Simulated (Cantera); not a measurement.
**Gas-phase reforming**

A perfectly stirred reactor is fed with 66.8 % CH4, 22.1 % H2O, 10.7 % H2, 0.394 % N2, at 1000000 Pa; it is held at 1375 K, and followed from long to short residence time.

Detailed kinetics in Cantera: GRI-Mech 3.0 (53 species, 325 reactions). GRI-Mech 3.0 stops at C3 and has no aromatics, soot or wall deposition, so with more carbon than oxygen in the feed, carbon stays in small species such as C2H2 where larger ones or solid carbon would form.

| τ (s) | x CH4 | x H2O | x H2 | x HO2 | x CO2 |
|---|---|---|---|---|---|
| 1.1 | 0.544 | 0.207 | 0.201 | <1e-12 | 0.000117 |
| 0.61 | 0.569 | 0.210 | 0.182 | <1e-12 | 3.32e-5 |
| 0.32 | 0.602 | 0.214 | 0.157 | <1e-12 | 6.72e-6 |
| 0.17 | 0.629 | 0.217 | 0.137 | <1e-12 | 1.32e-6 |
| 0.091 | 0.646 | 0.219 | 0.123 | <1e-12 | 2.73e-7 |
| 0.048 | 0.657 | 0.220 | 0.115 | <1e-12 | 5.75e-8 |
| 0.026 | 0.662 | 0.220 | 0.111 | <1e-12 | 1.31e-8 |
| 0.014 | 0.665 | 0.220 | 0.109 | <1e-12 | 2.78e-9 |
| 0.0072 | 0.667 | 0.221 | 0.108 | <1e-12 | 4.52e-10 |
| 0.0038 | 0.668 | 0.221 | 0.107 | <1e-12 | 6.48e-11 |
| 0.0020 | 0.668 | 0.221 | 0.107 | <1e-12 | 7.76e-12 |
x: mole fraction; the columns are a selection and need not sum to one.
